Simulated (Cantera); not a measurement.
An adiabatic, constant-volume homogeneous reactor starts with CH4 : H2 : O2 : N2 = 1 : 0.039 : 2.24 : 8.44 (molar parts), equivalence ratio 0.90, at 998 K and 0.470 bar. Integrator tolerance rtol = 1e-08.

Cantera simulation using GRI-Mech 3.0 (53 species, 325 reactions); the numbers are that mechanism's predictions, not measurements. Below about 1000 K GRI-Mech 3.0 lacks low-temperature oxidation paths.

Q: What does this change do: initial temperature 998 to 1025 K?

A: 
```json
[
 {"quantity": "time of steepest temperature rise", "before": "0.876 s", "after": "0.597 s"},
 {"quantity": "temperature at 2.00 s", "before": "2674 K", "after": "2681 K"},
 {"quantity": "equilibrium temperature", "before": "2674 K", "after": "2681 K"},
 {"quantity": "x(CH4) at 2.00 s", "before": "<1e-12 (gas-phase equilibrium <1e-12)", "after": "<1e-12 (gas-phase equilibrium <1e-12)"},
 {"quantity": "x(H2) at 2.00 s", "before": "0.0105 (gas-phase equilibrium 0.0105)", "after": "0.0109 (gas-phase equilibrium 0.0109)"},
 {"quantity": "x(O2) at 2.00 s", "before": "0.0265 (gas-phase equilibrium 0.0265)", "after": "0.0268 (gas-phase equilibrium 0.0268)"},
 {"quantity": "x(O) at 2.00 s", "before": "0.00465 (gas-phase equilibrium 0.00465)", "after": "0.00488 (gas-phase equilibrium 0.00488)"},
 {"quantity": "x(H) at 2.00 s", "before": "0.00468 (gas-phase equilibrium 0.00468)", "after": "0.00494 (gas-phase equilibrium 0.00494)"}
]
```

Q: What does this change do: pressure from 0.470 bar to 1.01 bar?

A: 
```json
[
 {"quantity": "time of steepest temperature rise", "before": "0.876 s", "after": "0.373 s"},
 {"quantity": "temperature at 2.00 s", "before": "2674 K", "after": "2725 K"},
 {"quantity": "equilibrium temperature", "before": "2674 K", "after": "2725 K"},
 {"quantity": "x(CH4) at 2.00 s", "before": "<1e-12 (gas-phase equilibrium <1e-12)", "after": "<1e-12 (gas-phase equilibrium <1e-12)"},
 {"quantity": "x(H2) at 2.00 s", "before": "0.0105 (gas-phase equilibrium 0.0105)", "after": "0.00924 (gas-phase equilibrium 0.00924)"},
 {"quantity": "x(O2) at 2.00 s", "before": "0.0265 (gas-phase equilibrium 0.0265)", "after": "0.0250 (gas-phase equilibrium 0.0250)"},
 {"quantity": "x(O) at 2.00 s", "before": "0.00465 (gas-phase equilibrium 0.00465)", "after": "0.00378 (gas-phase equilibrium 0.00378)"},
 {"quantity": "x(H) at 2.00 s", "before": "0.00468 (gas-phase equilibrium 0.00468)", "after": "0.00359 (gas-phase equilibrium 0.00359)"}
]
```
